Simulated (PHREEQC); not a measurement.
Solution (20 °C): 0.23 mol Cu(NO3)2, 0.0049 mol HCl and 0.069 mol H3BO3 per kg of water. Closed to the air; pH follows from the charge balance.

Model: ion-association model, phreeqc.dat, run in PHREEQC.

| Item | Value |
|---|---|
| pH | 2.43 |
| ionic strength | 0.694 mol/kgw |
| activity of water | 0.987 |
| specific conductance | 31300 µS/cm |
| density | 1.035 g/cm³ |
| total alkalinity | -4.90 meq/kg |

```tsv
species	molality	activity	log γ
NO3-	0.460	0.270	-0.232
Cu+2	0.230	0.0527	-0.639
H3BO3	0.0690	0.0809	0.069
H+	0.00490	0.00370	-0.122
Cl-	0.00441	0.00278	-0.200
CuCl+	0.000490	0.000308	-0.201
CuCl2	3.71e-7	4.36e-7	0.069
CuOH+	2.24e-7	1.41e-7	-0.201
Cu2(OH)2+2	1.64e-8	5.22e-9	-0.498
H2BO3-	1.53e-8	1.15e-8	-0.125
```

Precipitation was switched off in this run. Species that the database lacks are ignored.
